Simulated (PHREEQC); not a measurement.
A solution holds 0.001 mol HF, 0.012 mol KF, 0.0023 mol H2SiF6 and 5.5e-05 mol HCl per kg of water, at 35 °C. Closed to the air; pH follows from the charge balance.

All values are PHREEQC results (ion-association model, wateq4f.dat), not measurements.

The pH comes out as 3.39 and the ionic strength is 0.0148 mol/kgw. The total alkalinity is -14.9 meq/kg.

| species | molality | activity | log γ |
|---|---|---|---|
| K+ | 0.0120 | 0.0106 | -0.055 |
| F- | 0.00765 | 0.00673 | -0.055 |
| HF | 0.00496 | 0.00497 | 0.001 |
| SiF6-2 | 0.00230 | 0.00142 | -0.210 |
| H+ | 0.000456 | 0.000410 | -0.046 |
| HF2- | 0.000156 | 0.000137 | -0.055 |
| Cl- | 5.50e-5 | 4.84e-5 | -0.055 |
| H2F2 | 4.45e-5 | 4.47e-5 | 0.001 |
| H4SiO4 | 8.62e-7 | 8.65e-7 | 0.001 |

No solid was allowed to form. SiF6-2 is the database's only silicon fluoride.
